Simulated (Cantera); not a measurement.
**Equilibrium for silicon nitride deposition: SiH2Cl2 + NH3 + N2**

A closed system holds: 1 mol SiH2Cl2, 24 mol NH3, 28 mol N2, at 0.00270 bar.

Cantera equilibrium calculation (NASA polynomials, part measured and part estimated; ideal gas, pure solids and liquids). Candidate condensed phases: NH4Cl, Si, Si3N4; 28 gas species. The tables' values for SiCl, SiN are old estimates; treat these amounts as uncertain. Gases not in the tables: Si2H6 and higher silanes. The numbers say what is thermodynamically allowed, not how fast it happens.

From 675 °C to 1350 °C the condensed part is Si3N4(s). From 1425 °C to 1650 °C the condensed part is Si(l). The main Si-bearing gas is SiCl4 at 675 °C and Si at 1650 °C.

```json
[
 {"T (°C)": "675", "x N2": "0.509", "x H2": "0.466", "x HCl": "0.0259", "x H": "6.88e-9", "n Si3N4(s)": "0.333", "n Si(l)": "0"},
 {"T (°C)": "750", "x N2": "0.509", "x H2": "0.466", "x HCl": "0.0259", "x H": "5.44e-8", "n Si3N4(s)": "0.333", "n Si(l)": "0"},
 {"T (°C)": "825", "x N2": "0.509", "x H2": "0.466", "x HCl": "0.0259", "x H": "3.25e-7", "n Si3N4(s)": "0.333", "n Si(l)": "0"},
 {"T (°C)": "900", "x N2": "0.509", "x H2": "0.466", "x HCl": "0.0259", "x H": "1.55e-6", "n Si3N4(s)": "0.333", "n Si(l)": "0"},
 {"T (°C)": "975", "x N2": "0.509", "x H2": "0.466", "x HCl": "0.0258", "x H": "6.13e-6", "n Si3N4(s)": "0.333", "n Si(l)": "0"},
 {"T (°C)": "1050", "x N2": "0.509", "x H2": "0.466", "x HCl": "0.0258", "x H": "2.08e-5", "n Si3N4(s)": "0.333", "n Si(l)": "0"},
 {"T (°C)": "1125", "x N2": "0.509", "x H2": "0.466", "x HCl": "0.0256", "x H": "6.21e-5", "n Si3N4(s)": "0.331", "n Si(l)": "0"},
 {"T (°C)": "1200", "x N2": "0.509", "x H2": "0.466", "x HCl": "0.0252", "x H": "0.000166", "n Si3N4(s)": "0.325", "n Si(l)": "0"},
 {"T (°C)": "1275", "x N2": "0.509", "x H2": "0.466", "x HCl": "0.0242", "x H": "0.000404", "n Si3N4(s)": "0.312", "n Si(l)": "0"},
 {"T (°C)": "1350", "x N2": "0.509", "x H2": "0.466", "x HCl": "0.0223", "x H": "0.000908", "n Si3N4(s)": "0.287", "n Si(l)": "0"},
 {"T (°C)": "1425", "x N2": "0.512", "x H2": "0.463", "x HCl": "0.0195", "x H": "0.00189", "n Si3N4(s)": "0", "n Si(l)": "0.741"},
 {"T (°C)": "1500", "x N2": "0.511", "x H2": "0.461", "x HCl": "0.0198", "x H": "0.00372", "n Si3N4(s)": "0", "n Si(l)": "0.705"},
 {"T (°C)": "1575", "x N2": "0.510", "x H2": "0.458", "x HCl": "0.0200", "x H": "0.00691", "n Si3N4(s)": "0", "n Si(l)": "0.579"},
 {"T (°C)": "1650", "x N2": "0.506", "x H2": "0.452", "x HCl": "0.0199", "x H": "0.0122", "n Si3N4(s)": "0", "n Si(l)": "0.238"}
]
```
x: gas mole fraction; n: condensed amount in mol.
